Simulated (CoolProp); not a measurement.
Diethyl ether at several states: density (kg/m³) from the reference equation and from simpler models built on Tc = 467.9 K, pc = 3.717 MPa, ω = 0.282; each cubic takes its own stable root.

Values from CoolProp's reference Helmholtz-energy equation of state, Thol 2014.

```csv
T (K),p (MPa),phase,reference,van der Waals,Soave-Redlich-Kwong
430.9,0.0139,gas,0.2881,0.2880,0.2881
308.3,0.699,liquid,(withheld),(withheld),(withheld)
357.5,0.494,liquid,(withheld),(withheld),(withheld)
462.4,0.0581,gas,1.126,1.126,1.126
```

Problem. Fill in the missing entries.

Solution. 
- 308.3, reference: 696.8
- 308.3, van der Waals: 418.8
- 308.3, Soave-Redlich-Kwong: 637.0
- 357.5, reference: 632.4
- 357.5, van der Waals: 13.39
- 357.5, Soave-Redlich-Kwong: 571.3

At some of these states van der Waals gives the other phase, because its saturation line lies elsewhere.
